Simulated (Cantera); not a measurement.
**Adiabatic ignition**

An adiabatic, constant-volume homogeneous reactor starts with 12.8 % H2, 18.3 % O2, 68.8 % N2, equivalence ratio 0.35, at 1050 K and 3750 Torr.

Cantera simulation using the H2/O2 subset of GRI-Mech 3.0, which has no nitrogen chemistry; the numbers are that mechanism's predictions, not measurements. The hydrogen kinetics of GRI-Mech 3.0 are dated; newer H2 mechanisms differ, most at raised pressure.

```tsv
t (s)	T (K)	P (bar)	x H2	x O2	x H2O	x H	x HO2	x H2O2	x O
6.00e-6	1050	5.00	0.128	0.183	1.47e-9	2.23e-10	4.94e-9	1.19e-11	8.08e-11
1.96e-5	1050	5.00	0.128	0.183	6.14e-9	2.36e-10	1.82e-8	1.50e-10	8.62e-11
6.42e-5	1050	5.00	0.128	0.183	2.29e-8	2.68e-10	6.29e-8	1.70e-9	9.78e-11
0.000210	1050	5.00	0.128	0.183	9.86e-8	4.09e-10	2.29e-7	1.88e-8	1.49e-10
0.000687	1050	5.00	0.128	0.183	8.38e-7	1.49e-9	1.22e-6	2.45e-7	5.45e-10
0.00225	1051	5.00	0.128	0.183	5.94e-5	5.41e-8	2.31e-5	1.89e-5	1.96e-8
0.00735	2194	9.78	0.000134	0.126	0.135	2.02e-5	8.13e-6	5.02e-7	0.000297
0.0240	2194	9.78	0.000134	0.126	0.135	2.02e-5	8.13e-6	5.02e-7	0.000297
0.0786	2194	9.78	0.000134	0.126	0.135	2.02e-5	8.13e-6	5.02e-7	0.000297
0.257	2194	9.78	0.000134	0.126	0.135	2.02e-5	8.13e-6	5.02e-7	0.000297
0.841	2194	9.78	0.000134	0.126	0.135	2.02e-5	8.13e-6	5.02e-7	0.000297
2.75	2194	9.78	0.000134	0.126	0.135	2.02e-5	8.13e-6	5.02e-7	0.000297
9.00	2194	9.78	0.000134	0.126	0.135	2.02e-5	8.13e-6	5.02e-7	0.000297
```
x: mole fraction; the columns are a selection and need not sum to one.

| Property | Result |
|---|---|
| time of steepest temperature rise | 3.98 ms |
| temperature at 9.00 s | 2194 K |
| equilibrium temperature | 2194 K |
| x(H2) at 9.00 s | 0.000134 (gas-phase equilibrium 0.000134) |
| x(O2) at 9.00 s | 0.126 (gas-phase equilibrium 0.126) |
| x(H2O) at 9.00 s | 0.135 (gas-phase equilibrium 0.135) |
